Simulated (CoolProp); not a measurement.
Vapour-liquid equilibrium of carbon dioxide (1) + R123 (2) at 233.5 K; x and y are mole fractions of (1).

Model: multi-fluid Helmholtz-energy mixture model, Span 1996 and Younglove 1994; pair parameters Bell 2016, in CoolProp.

### Question
Give the bubble pressure and the first vapour's composition at x = 0.2, 0.35, 0.8. Is there an azeotrope?

### Answer
x = 0.2: 150.9 kPa, y = 0.979; x = 0.35: 268.7 kPa, y = 0.990; x = 0.8: 766.0 kPa, y = 0.999. No azeotrope shows between x = 0.05 and 0.95.

Pair parameters are fitted to limited data, so mixtures are less certain than the pure fluids.
